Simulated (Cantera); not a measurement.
Mixture: CH₄ : C₂H₆ : C₃H₈ : O₂ : N₂ : CO₂ = 1 : 0.057 : 0.042 : 1.51 : 5.66 : 2 (molar parts), at 1.01 bar, adiabatic and at constant pressure. Ignition delay is the time to a rise of 400 K.

Model: GRI-Mech 3.0 (53 species, 325 reactions), integrated in Cantera.

### Question
Predict: delay at 1275 K; delay at 1425 K; delay at 1575 K; delay at 1725 K; delay at 1875 K; apparent activation energy between 1800 and 1950 K.

### Answer
- delay at 1275 K: 5.02 ms
- delay at 1425 K: 0.813 ms
- delay at 1575 K: 0.201 ms
- delay at 1725 K: 72.0 µs
- delay at 1875 K: 34.4 µs
- apparent activation energy between 1800 and 1950 K: 120 kJ/mol
